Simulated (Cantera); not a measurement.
Charge: 1 mol HBr, 0.042 mol H2O, 0.54 mol N2, at 3300 K and 0.140 bar.

Method: chemical equilibrium by Gibbs-energy minimisation in Cantera with the NASA 1993 tables (ideal gas, pure condensed phases). Candidate condensed phases: Br2, H2O; 27 gas species. Rates play no part.

Base state: Br 0.392, H 0.267, N2 0.224, H2 0.0749, HBr 0.0242, O 0.00908, OH 0.00429, H2O 0.00294 (mole fractions); condensed: gas only.

Question: What changes in the equilibrium state with this change: HBr replaced by HF?

Answer: 
| species | before | after |
|---|---|---|
| HF | 0 | 0.516 |
| N2 | 0.224 | 0.309 |
| H | 0.267 | 0.0864 |
| Br | 0.392 | 0 |
| F | 0 | 0.0578 |
| HBr | 0.0242 | 0 |
| H2 | 0.0749 | 0.00783 |
| O | 0.00908 | 0.0177 |
| Br2 | 3.37e-5 | 0 |
| H2O | 0.00294 | 0.000597 |
| O2 | 0.000138 | 0.000524 |
| NO | 0.000910 | 0.00208 |
